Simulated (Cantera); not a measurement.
Feed: 1 mol Fe, 0.0015 mol O2, 2.5 mol CO, at 1050 K and 13300 Pa.

Equilibrium computed with Cantera from the NASA thermochemical tables; the gas is ideal and each condensed phase is pure. Candidate condensed phases: C, Fe, Fe(CO)5, FeO, Fe2O3, Fe3O4; 15 gas species. Condensed phases not in the tables: cementite and carbon dissolved in iron. Kinetics and transport are ignored.

Base state: CO 0.973, CO2 0.0270 (mole fractions); condensed: C(graphite) + Fe(α).

### Question
What changes in the equilibrium state with this change: Fe replaced by Cu?

### Answer
```
species           before   after
----------------  ------  ------
CO                 0.973   0.973
CO2               0.0270  0.0270
C(graphite), mol  0.0628  0.0628
Fe(α), mol          1.00       0
Cu(s), mol             0    1.00
```
Further candidate phases: Cu, CuO, Cu2O.
